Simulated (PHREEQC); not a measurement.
Make-up at 25 °C: 16 mmol/kgw H2SO4 and 140 mmol/kgw CuCl2. It is in equilibrium with CO2 at log p = 0 (atm). Otherwise closed; pH follows from the charge balance.

All values are PHREEQC results (ion-association model, phreeqc.dat), not measurements.

This is a speciation only: nothing precipitates in the calculation.

Task: What pH, ionic strength does the model give?

Result: pH 1.66; ionic strength 0.388 mol/kgw.

Task: In which forms is Cl present?

Result: Cl- 92 %, CuCl+ 7.4 %, CuCl2 0.8 % of the Cl.
